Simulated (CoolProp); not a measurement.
Values from CoolProp's reference Helmholtz-energy equation of state, Thol 2017.

Give the vapour pressure (MPa), liquid density (kg/m³), vapour density (kg/m³), enthalpy of vaporisation (kJ/kg) of saturated decamethyltetrasiloxane (MD2M) at 325.6, 477.6, 502.9 K.


```
T (K)   p (MPa)  liquid density (kg/m³)  vapour density (kg/m³)  enthalpy of vaporisation (kJ/kg)
-----  --------  ----------------------  ----------------------  --------------------------------
325.6  0.000371                     821                  0.0426                               180
477.6     0.128                     654                    11.0                               126
502.9     0.222                     619                    19.0                               115
```
